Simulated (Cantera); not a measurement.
Charge: 1 mol CH3SiH3, a varied amount of HCl, 1.2 mol H2, equilibrated at 2475 K and 3700 Pa.

Equilibrium computed with Cantera from the NASA thermochemical tables; the gas is ideal and each condensed phase is pure. Candidate condensed phases: C, C6H6, C7H8, C8H18, Si, SiC; 109 gas species. The feed counts by its element totals alone. Gases not in the tables: Si2H6 and higher silanes. The numbers say what is thermodynamically allowed, not how fast it happens.

Question: Which condensed phases are stable at each of these points (n(HCl) (mol)): 0.24, 0.62, 1, 1.4, 1.8, 2.1, 2.5, 2.9, 3.3, 3.7, 4, 4.4, 4.8?

Answer: 
| n(HCl) (mol) | condensed phases | Si condensed (%) |
|---|---|---|
| 0.24 | C(graphite) + SiC(s) | 80.7 |
| 0.62 | C(graphite) + SiC(s) | 76.5 |
| 1 | C(graphite) + SiC(s) | 71.0 |
| 1.4 | C(graphite) + SiC(s) | 64.3 |
| 1.8 | C(graphite) + SiC(s) | 56.8 |
| 2.1 | C(graphite) + SiC(s) | 50.7 |
| 2.5 | C(graphite) + SiC(s) | 42.2 |
| 2.9 | C(graphite) + SiC(s) | 33.3 |
| 3.3 | C(graphite) + SiC(s) | 24.0 |
| 3.7 | C(graphite) + SiC(s) | 14.4 |
| 4 | C(graphite) + SiC(s) | 7.0 |
| 4.4 | C(graphite) | 0.0 |
| 4.8 | C(graphite) | 0.0 |

From 0.24 mol HCl to 4 mol HCl the condensed part is C(graphite) + SiC(s). From 4.4 mol HCl to 4.8 mol HCl the condensed part is C(graphite).
